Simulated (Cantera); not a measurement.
A closed system holds: 1 mol Cu, 3.8 mol CO2, 9.7 mol N2, held at 1400 K and 0.00290 bar.

Cantera equilibrium calculation (NASA polynomials, part measured and part estimated; ideal gas, pure solids and liquids). Candidate condensed phases: C, Cu, CuO, Cu2O; 27 gas species. The numbers say what is thermodynamically allowed, not how fast it happens.

Base state: N2 0.718, CO2 0.281, Cu 0.000465, CO 0.000381, O2 0.000180, NO 2.03e-5 (mole fractions); condensed: Cu(l).

### Question
What changes in the equilibrium state with this change: Cu replaced by Fe?

### Answer
```tsv
species	before	after
N2	0.718	0.719
CO2	0.281	0.207
CO	0.000381	0.0741
Cu	0.000465	0
O2	0.000180	2.60e-9
NO	2.03e-5	7.70e-8
Cu(l), mol	0.994	0
FeO(s), mol	0	1.000
```
The tables' stoichiometric FeO is somewhat more stable than real wüstite, so its field is too wide. FeO: taken at fixed stoichiometry. Further candidate phases: Fe, Fe(CO)5, FeO, Fe2O3, Fe3O4.
